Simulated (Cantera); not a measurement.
# Stirred combustor or abatement burner

A perfectly stirred reactor is fed with CH₄ : C₂H₆ : C₃H₈ : O₂ : N₂ : CO₂ = 1.5 : 0.23 : 0.24 : 4.6 : 36.4 : 8.4 (molar parts), at 1.40 bar; it is adiabatic with a 375 K inlet, and is followed from long to short residence time, starting on the burning branch (τ in s: 0.18, 0.086, 0.041, 0.02, 0.0095, 0.0046, 0.0022, 0.001, 0.0005, 0.00024, 0.00012, 5.6e-05, 2.7e-05).

Detailed kinetics in Cantera: GRI-Mech 3.0 (53 species, 325 reactions).

| τ (s) | T (K) | x CH₄ | x C₂H₆ | x C₃H₈ | x NO | x H₂ | x CH₂ | x CH₂O |
|---|---|---|---|---|---|---|---|---|
| 0.18 | 1254 | 0.000956 | 4.56e-5 | 1.30e-5 | 5.55e-8 | 0.00375 | 2.69e-8 | 3.12e-5 |
| 0.086 | 375 | 0.0292 | 0.00448 | 0.00467 | <1e-12 | <1e-12 | <1e-12 | <1e-12 |
| 0.041 | 375 | 0.0292 | 0.00448 | 0.00467 | <1e-12 | <1e-12 | <1e-12 | <1e-12 |
| 0.020 | 375 | 0.0292 | 0.00448 | 0.00467 | <1e-12 | <1e-12 | <1e-12 | <1e-12 |
| 0.0095 | 375 | 0.0292 | 0.00448 | 0.00467 | <1e-12 | <1e-12 | <1e-12 | <1e-12 |
| 0.0046 | 375 | 0.0292 | 0.00448 | 0.00467 | <1e-12 | <1e-12 | <1e-12 | <1e-12 |
| 0.0022 | 375 | 0.0292 | 0.00448 | 0.00467 | <1e-12 | <1e-12 | <1e-12 | <1e-12 |
| 0.0010 | 375 | 0.0292 | 0.00448 | 0.00467 | <1e-12 | <1e-12 | <1e-12 | <1e-12 |
| 0.00050 | 375 | 0.0292 | 0.00448 | 0.00467 | <1e-12 | <1e-12 | <1e-12 | <1e-12 |
| 0.00024 | 375 | 0.0292 | 0.00448 | 0.00467 | <1e-12 | <1e-12 | <1e-12 | <1e-12 |
| 0.00012 | 375 | 0.0292 | 0.00448 | 0.00467 | <1e-12 | <1e-12 | <1e-12 | <1e-12 |
| 5.6e-5 | 375 | 0.0292 | 0.00448 | 0.00467 | <1e-12 | <1e-12 | <1e-12 | <1e-12 |
| 2.7e-5 | 375 | 0.0292 | 0.00448 | 0.00467 | <1e-12 | <1e-12 | <1e-12 | <1e-12 |
x: mole fraction; the columns are a selection and need not sum to one.
